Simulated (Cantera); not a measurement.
A freely propagating, adiabatic, planar premixed flame of CH4 : H2 : O2 : N2 = 1 : 0.13 : 1.72 : 6.47 (molar parts), equivalence ratio 1.2, unburnt at 650 K and 100000 Pa; mixture-averaged transport, grid criteria slope 0.08 and curve 0.16, no radiation.

Model: GRI-Mech 3.0 (53 species, 325 reactions), integrated in Cantera. Burning velocities carry a grid error of a few per cent, more on coarse grids.

Problem. Predict: laminar burning velocity; thermal thickness; peak x(CH2O); peak x(OH); peak x(C2H6).

Solution. laminar burning velocity: 154 cm/s
thermal thickness: 0.310 mm
peak x(CH2O): 0.00123
peak x(OH): 0.00911
peak x(C2H6): 0.00148
